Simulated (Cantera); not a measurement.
# Ignition delay

Mixture: CO : H₂ : O₂ : N₂ : H₂O = 1 : 0.091 : 0.545 : 3.33 : 0.1 (molar parts), at 28.0 bar, adiabatic and at constant volume. Ignition delay is the time to a rise of 400 K.

Model: GRI-Mech 3.0 (53 species, 325 reactions), integrated in Cantera. The hydrogen kinetics of GRI-Mech 3.0 are dated; newer H2 mechanisms differ, most at raised pressure. The pressure lies above the range GRI-Mech 3.0 was tuned for (to about 10 atm). Where the delays flatten at high temperature, the 400 K rule measures the pace of heat release, not the induction time.

```json
[
 {"T0 (K)": "1300", "delay (ms)": "0.0249"},
 {"T0 (K)": "1350", "delay (ms)": "0.0135"},
 {"T0 (K)": "1400", "delay (ms)": "0.00787"},
 {"T0 (K)": "1450", "delay (ms)": "0.00506"},
 {"T0 (K)": "1500", "delay (ms)": "0.00357"},
 {"T0 (K)": "1550", "delay (ms)": "0.00270"},
 {"T0 (K)": "1600", "delay (ms)": "0.00217"},
 {"T0 (K)": "1650", "delay (ms)": "0.00181"}
]
```

The apparent activation energy between 1550 and 1650 K comes out as 86 kJ/mol.
